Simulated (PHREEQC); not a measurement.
Dissolve 0.025 mol NaHS per kg of water at 25 °C. Closed to the air; pH follows from the charge balance.

Model: ion-association model, wateq4f.dat, run in PHREEQC.

Each row changes one thing in this solution. Precipitation was switched off in this run.

```csv
case,pH,ionic strength (mol/kgw),H2S (mol/kgw)
as made,9.53,0.0250,5.50e-5
NaHS from 0.025 to 0.0025 mol/kgw,9.14,0.00250,1.50e-5
NaHS from 0.025 to 0.0225 mol/kgw,9.51,0.0225,5.14e-5
diluted 10-fold with water,9.14,0.00250,1.50e-5
temperature from 25 to 80 °C,8.62,0.0250,0.000171
```

Species that the database lacks are ignored. Constants without temperature data keep their 25 °C values here. The polysulfide entries of wateq4f.dat were taken out for this run.
